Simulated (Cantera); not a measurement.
Input: 1 mol BaF2, 0.017 mol HF, 22 mol H2, at 848 K and 0.00150 bar.

Method: chemical equilibrium by Gibbs-energy minimisation in Cantera with the NASA 1993 tables (ideal gas, pure condensed phases). Candidate condensed phases: Ba, BaF2; 14 gas species. The numbers say what is thermodynamically allowed, not how fast it happens.

Base state: H2 0.999, HF 0.000772 (mole fractions); condensed: BaF2(s).

What changes in the equilibrium state with this change: BaF2 replaced by CaF2?


```
species         before     after
------------  --------  --------
H2               0.999     0.999
HF            0.000772  0.000772
BaF2(s), mol      1.00         0
CaF2(s), mol         0      1.00
```
Further candidate phases: Ca, CaF2.
